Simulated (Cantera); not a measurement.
Charge: 1 mol C3H8, 0.054 mol CO2, 3.6 mol H2, 1.5 mol O2, equilibrated at 1700 K and 1 atm.

Method: chemical equilibrium by Gibbs-energy minimisation in Cantera with the NASA 1993 tables (ideal gas, pure condensed phases). Candidate condensed phases: C, C6H6, C7H8, C8H18, H2O; 110 gas species. The numbers say what is thermodynamically allowed, not how fast it happens.

Base state: H2 0.709, CO 0.286, H2O 0.00454, CO2 0.000537, H 0.000123, CH4 1.22e-5 (mole fractions); condensed: gas only.

Problem. What changes in the equilibrium state with this change: C3H8 replaced by CH4?

Solution. 
```tsv
species	before	after
H2	0.709	0.554
H2O	0.00454	0.288
CO	0.286	0.137
CO2	0.000537	0.0209
CH4	1.22e-5	4.40e-8
H	0.000123	0.000109
```
